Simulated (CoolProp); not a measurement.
Vapour-liquid equilibrium of benzene (1) + o-xylene (2) at 27.65 °C; x and y are mole fractions of (1).

Computed with CoolProp (multi-fluid Helmholtz-energy mixture model, Thol 2012 and Zhou 2012; pair parameters Bell 2016).

| x | bubble pressure, mixture model (MPa) | bubble pressure, Raoult's law (MPa) | y, mixture model | y, Raoult's law |
|---|---|---|---|---|
| 0.05 | 0.001577 | 0.001710 | 0.372 | 0.419 |
| 0.2 | ? | 0.003702 | ? | 0.774 |
| 0.35 | ? | 0.005695 | ? | 0.881 |
| 0.5 | 0.008653 | 0.007687 | 0.943 | 0.932 |
| 0.65 | 0.01055 | 0.009680 | 0.965 | 0.962 |
| 0.8 | 0.01213 | 0.01167 | 0.980 | 0.982 |
| 0.95 | ? | 0.01366 | 0.994 | 0.996 |

### Question
Some entries are withheld; supply them.

### Answer

- 0.2, bubble pressure, mixture model (MPa): 0.003762
- 0.2, y, mixture model: 0.784
- 0.35, bubble pressure, mixture model (MPa): 0.006317
- 0.35, y, mixture model: 0.899
- 0.95, bubble pressure, mixture model (MPa): 0.01372

The largest gap from Raoult's law is +12.6 % in bubble pressure, at x = 0.5. No azeotrope shows between x = 0.05 and 0.95.

The pair parameters rest on a limited set of measurements; away from them the model extrapolates. The gap from Raoult's law changes sign with composition, which may be real or a fault of the pair parameters; it wasn't checked against measurements.
